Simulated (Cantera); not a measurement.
Input: 1 mol TiO2, 0.12 mol Al2O3, 0.41 mol O2, equilibrated at 2198.15 K and 0.750 bar.

Cantera equilibrium calculation (NASA polynomials, part measured and part estimated; ideal gas, pure solids and liquids). Candidate condensed phases: Al, Al2O3, Ti, TiO, TiO2, Ti2O3, Ti3O5, Ti4O7; 12 gas species. Mutual solubility and eutectic melting of coexisting phases are not modelled. Condensed phases not in the tables: mixed aluminates and titanates, alloys, solid solutions and most ternary compounds. The numbers say what is thermodynamically allowed, not how fast it happens.

What is the equilibrium state?


```
Item                                      Value
-----------------------------------  ----------
x(O2)                                     0.997
x(O)                                    0.00308
x(TiO2)                                 6.79e-6
n(Al2O3(s))                           0.120 mol
n(TiO2(l))                            1.000 mol
gas amount                           0.4106 mol
log10 activity of Ti4O7(l) (absent)       -2.61
log10 activity of Ti3O5(l) (absent)       -3.00
log10 activity of Ti2O3(l) (absent)       -3.81
```
